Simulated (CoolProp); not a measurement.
Vapour-liquid equilibrium of propane (1) + R236EA (2) at 316.2 K; x and y are mole fractions of (1).

Model: multi-fluid Helmholtz-energy mixture model, Lemmon 2009 and Rui 2013; pair parameters Bell 2016, in CoolProp.

```json
[
 {"x": "0.05", "bubble pressure, mixture model (bar)": "5.326", "bubble pressure, Raoult's law (bar)": "4.255", "y, mixture model": "0.306", "y, Raoult's law": "0.173"},
 {"x": "0.2", "bubble pressure, mixture model (bar)": "9.016", "bubble pressure, Raoult's law (bar)": "5.902", "y, mixture model": "(withheld)", "y, Raoult's law": "0.498"},
 {"x": "0.35", "bubble pressure, mixture model (bar)": "11.21", "bubble pressure, Raoult's law (bar)": "7.548", "y, mixture model": "0.704", "y, Raoult's law": "0.681"},
 {"x": "0.5", "bubble pressure, mixture model (bar)": "12.52", "bubble pressure, Raoult's law (bar)": "9.195", "y, mixture model": "(withheld)", "y, Raoult's law": "0.798"},
 {"x": "0.65", "bubble pressure, mixture model (bar)": "13.45", "bubble pressure, Raoult's law (bar)": "10.84", "y, mixture model": "0.801", "y, Raoult's law": "0.880"},
 {"x": "0.8", "bubble pressure, mixture model (bar)": "(withheld)", "bubble pressure, Raoult's law (bar)": "12.49", "y, mixture model": "0.858", "y, Raoult's law": "0.941"},
 {"x": "0.95", "bubble pressure, mixture model (bar)": "14.68", "bubble pressure, Raoult's law (bar)": "14.13", "y, mixture model": "0.953", "y, Raoult's law": "0.987"}
]
```

Problem. What belongs in the gaps?

Solution. 
- 0.2, y, mixture model: 0.608
- 0.5, y, mixture model: 0.756
- 0.8, bubble pressure, mixture model (bar): 14.21

The largest gap from Raoult's law is +52.8 % in bubble pressure, at x = 0.2. No azeotrope shows between x = 0.05 and 0.95.

The pair parameters rest on a limited set of measurements; away from them the model extrapolates. With so large a gap from Raoult's law the liquid may split in two, which this calculation doesn't test in full.
